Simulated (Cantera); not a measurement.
Carbon deposition, reforming and gasification: C6H6 + O2 + H2

A closed system holds: 1 mol C6H6, 0.017 mol O2, 26 mol H2, held at 1200 K.

Equilibrium computed with Cantera from the NASA thermochemical tables; the gas is ideal and each condensed phase is pure. Candidate condensed phases: C, C6H6, C7H8, C8H18, H2O; 110 gas species. The ideal-gas law is rough above about 30 bar. Rates play no part.

| P (Pa) | log p H2 | log p CH4 | log p H2O | log p CO | n C(graphite) |
|---|---|---|---|---|---|
| 10 | -4.00 | -9.80 | -12.52 | -6.93 | 5.97 |
| 46 | -3.34 | -8.48 | -11.19 | -6.27 | 5.97 |
| 220 | -2.66 | -7.12 | -9.83 | -5.59 | 5.96 |
| 1000 | -2.00 | -5.80 | -8.52 | -4.93 | 5.96 |
| 4600 | -1.34 | -4.48 | -7.19 | -4.27 | 5.95 |
| 22000 | -0.66 | -3.12 | -5.84 | -3.59 | 5.87 |
| 100000 | -0.01 | -1.82 | -4.53 | -2.94 | 5.53 |
| 460000 | 0.63 | -0.53 | -3.24 | -2.29 | 4.23 |
| 2200000 | 1.24 | 0.67 | -2.01 | -1.67 | 0.859 |
| 10000000 | 1.87 | 1.42 | -0.89 | -1.70 | 0 |
log p: log10 of the partial pressure in bar; n: condensed amount in mol.

From 10.0 Pa to 22.0 bar the condensed part is C(graphite). At 100 bar nothing is condensed. The main C-bearing gas is CO at 10.0 Pa and CH4 at 100 bar.
